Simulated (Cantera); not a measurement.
## Premixed flame

A freely propagating, adiabatic, planar premixed flame of H2 : O2 : N2 = 1 : 0.333 : 1.25 (molar parts), unburnt at 550 K and 63000 Pa; mixture-averaged transport, grid criteria slope 0.08 and curve 0.16, no radiation.

Computed with Cantera and the H2/O2 subset of GRI-Mech 3.0, which has no nitrogen chemistry. Burning velocities carry a grid error of a few per cent, more on coarse grids.

```csv
z (mm),T (K),u (m/s),x H2,x O2,x H,x O,x HO2,x H2O2
-2.40,550,7.40,0.387,0.129,<1e-8,<1e-8,<1e-8,<1e-8
-1.60,550,7.40,0.387,0.129,<1e-8,<1e-8,<1e-8,<1e-8
-1.20,550,7.40,0.387,0.129,<1e-8,<1e-8,<1e-8,<1e-8
-0.799,550,7.40,0.387,0.129,2.38e-8,<1e-8,2.28e-7,<1e-8
-0.400,563,7.55,0.385,0.129,0.000193,7.89e-6,0.000180,2.58e-6
-0.200,769,10.1,0.354,0.124,0.00884,0.000299,0.000130,9.64e-6
0,1210,15.4,0.232,0.0796,0.0590,0.00521,4.96e-5,2.07e-6
0.200,1505,18.9,0.130,0.0204,0.0961,0.00765,1.22e-5,1.47e-6
0.400,1630,20.4,0.114,0.00831,0.0947,0.00667,4.67e-6,1.01e-6
0.799,1762,21.8,0.118,0.00550,0.0813,0.00571,2.78e-6,6.03e-7
1.60,1906,23.4,0.124,0.00406,0.0650,0.00443,1.87e-6,3.22e-7
3.20,2050,24.8,0.130,0.00266,0.0489,0.00299,1.18e-6,1.69e-7
6.39,2179,26.1,0.134,0.00152,0.0347,0.00174,6.95e-7,9.37e-8
```
x: mole fraction of selected species; z is measured from the peak of heat release.

- laminar burning velocity: 740 cm/s
- thermal thickness: 0.799 mm
- peak x(H): 0.0977
- peak x(O): 0.00784
- peak x(HO2): 0.000219
- peak x(H2O2): 1.06e-5
